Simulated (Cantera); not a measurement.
An isothermal, constant-pressure homogeneous reactor starts with CH4 : H2 = 1 : 3.3 (molar parts), at 1673 K and 2670 Pa.

Detailed kinetics in Cantera: GRI-Mech 3.0 (53 species, 325 reactions). GRI-Mech 3.0 stops at C3 and has no aromatics, soot or wall deposition, so with more carbon than oxygen in the feed, carbon stays in small species such as C2H2 where larger ones or solid carbon would form. Radical loss at walls, strong at low pressure, is not modelled.

x: mole fraction; the columns are a selection and need not sum to one.

| t (s) | x CH4 | x H2 | x C2H2 | x H | x C2H4 |
|---|---|---|---|---|---|
| 0.000200 | 0.233 | 0.767 | 6.58e-12 | 5.47e-6 | 5.35e-9 |
| 0.000469 | 0.232 | 0.767 | 2.47e-10 | 1.24e-5 | 7.66e-8 |
| 0.00110 | 0.232 | 0.767 | 9.26e-9 | 2.86e-5 | 1.02e-6 |
| 0.00257 | 0.232 | 0.767 | 3.82e-7 | 6.61e-5 | 1.32e-5 |
| 0.00603 | 0.231 | 0.768 | 1.74e-5 | 0.000150 | 0.000156 |
| 0.0141 | 0.226 | 0.770 | 0.000634 | 0.000295 | 0.00120 |
| 0.0331 | 0.208 | 0.780 | [?] | 0.000365 | [?] |
| 0.0777 | [?] | 0.802 | [?] | 0.000387 | [?] |
| 0.182 | 0.120 | 0.833 | 0.0441 | 0.000426 | 0.000977 |
| 0.427 | 0.0674 | 0.865 | 0.0662 | 0.000487 | 0.000409 |
| 1.00 | 0.0302 | 0.887 | 0.0817 | 0.000563 | 0.000188 |

### Question
Some entries are withheld; supply them.

### Answer

- 0.0331, x C2H2: 0.00687
- 0.0331, x C2H4: 0.00243
- 0.0777, x CH4: 0.172
- 0.0777, x C2H2: 0.0222
- 0.0777, x C2H4: 0.00181
